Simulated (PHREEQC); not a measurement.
Consider water at 25 °C with 4 mmol/kgw Cu(BF4)2 and 0.53 mmol/kgw FeCl3. Closed to the air; pH follows from the charge balance.

Equilibrium calculation in PHREEQC: ion-association model, wateq4f.dat.

Each row changes one thing in this solution. Precipitation was switched off in this run.

| case | pH | ionic strength (mol/kgw) | CuCl+ (mol/kgw) | CuOH+ (mol/kgw) | FeOH+2 (mol/kgw) | Fe+3 (mol/kgw) | SI of Goethite (FeOOH) | SI of Hematite (Fe2O3) |
|---|---|---|---|---|---|---|---|---|
| as made | 2.80 | 0.0138 | 1.06e-5 | 1.78e-8 | 7.21e-9 | 2.80e-9 | +0.45 | +2.90 |
| Cu(BF4)2 replaced by Cu(NO3)2 at the same molality | 3.25 | 0.0141 | [?] | 5.11e-8 | 0.000329 | 4.53e-5 | +6.01 | +14.02 |
| diluted 100-fold with water | 3.76 | 0.000302 | 1.58e-9 | 2.16e-9 | 3.77e-8 | 1.12e-9 | +3.25 | +8.51 |
| diluted 10-fold with water | 3.15 | 0.00195 | 1.39e-7 | 4.76e-9 | [?] | 3.06e-10 | +0.74 | +3.49 |
| temperature from 25 to 5 °C | 2.77 | 0.0139 | 3.80e-6 | 1.69e-8 | 4.00e-9 | 5.79e-9 | -0.08 | +1.76 |

Problem. What belongs in the gaps?

Solution. 
- Cu(BF4)2 replaced by Cu(NO3)2 at the same molality, CuCl+ (mol/kgw): 1.08e-5
- diluted 10-fold with water, FeOH+2 (mol/kgw): 2.22e-9

Some of these states are supersaturated (in Hematite (slow to form), Goethite (slow to form), Fe(OH)3(a), for instance). Constants without temperature data keep their 25 °C values here. Real BF4- forms and hydrolyses slowly; the run takes it at equilibrium. Fluoro complexes past AlF4- and FeF3 are missing from the database.
